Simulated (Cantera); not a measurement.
Feed: 1 mol PbO, 40 mol H2, held at 46.0 mbar.

Equilibrium computed with Cantera from the NASA thermochemical tables; the gas is ideal and each condensed phase is pure. Candidate condensed phases: H2O, Pb, PbO, PbO2, Pb3O4; 12 gas species. The numbers say what is thermodynamically allowed, not how fast it happens.

log p: log10 of the partial pressure in bar; n: condensed amount in mol.

```csv
T (K),log p H2,log p H2O,log p Pb,log p H,log p OH,log p PbO,log p Pb2,n Pb(l)
1050,-1.35,-2.94,-4.33,___,-12.85,-11.18,-9.53,0.960
1200,-1.35,-2.95,-3.19,___,-11.07,-9.27,-7.62,0.433
1350,-1.36,-2.95,-2.95,___,-9.68,-8.44,-7.43,0
1500,-1.36,-2.95,-2.95,___,-8.57,-7.96,-7.67,0
1650,-1.36,-2.95,-2.95,___,-7.66,-7.57,-7.86,0
1800,-1.36,-2.95,-2.95,___,-6.90,-7.24,-8.03,0
1950,-1.36,-2.95,-2.95,___,-6.25,-6.97,-8.17,0
```

Problem. Some entries are withheld; supply them.

Solution. 
- 1050, log p H: -8.77
- 1200, log p H: -7.38
- 1350, log p H: -6.30
- 1500, log p H: -5.43
- 1650, log p H: -4.72
- 1800, log p H: -4.13
- 1950, log p H: -3.62
